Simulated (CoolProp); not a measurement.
Nitrogen at several states: fugacity coefficient from the reference equation and from simpler models built on Tc = -147.0 °C, pc = 3396 kPa, ω = 0.037; each cubic takes its own stable root.

Model: reference Helmholtz-energy equation of state, Span 2000, in CoolProp.

| T (°C) | p (kPa) | phase | reference |
|---|---|---|---|
| 700.75 | 148 | gas | 1.001 |
| -50.35 | 5500 | supercritical | 0.9319 |
| 445.45 | 1630 | gas | 1.007 |
| 465.15 | 12400 | supercritical | 1.053 |

Question: How far does each simpler model (van der Waals, Peng-Robinson) lie from the reference over these 4 states: mean and median of the absolute difference, and the worst?

Answer: 
- van der Waals: mean 1.3 %, median 1.0 %, worst -3.1 % at -50.35 °C and 5500 kPa
- Peng-Robinson: mean 0.9 %, median 0.6 %, worst -2.2 % at -50.35 °C and 5500 kPa
